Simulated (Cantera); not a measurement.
Feed: 1 mol SO2, 0.15 mol H2, 0.18 mol N2, at 3100 K and 0.133 bar.

These are equilibrium values from Cantera (NASA tables, ideal gas, pure condensed phases), not measurements of a reactor. Candidate condensed phases: H2O, H2SO4, S; 35 gas species. Kinetics and transport are ignored.

Problem. What is the equilibrium state?

Solution. 
| Item | Result |
|---|---|
| x(SO2) | 0.268 |
| x(SO) | 0.243 |
| x(O) | 0.121 |
| x(N2) | 0.0955 |
| x(O2) | 0.0779 |
| x(H) | 0.0644 |
| x(S) | 0.0446 |
| x(OH) | 0.0378 |
| x(H2O) | 0.0201 |
| gas amount | 1.778 mol |
| log10 activity of S(l) (absent) | -3.64 |
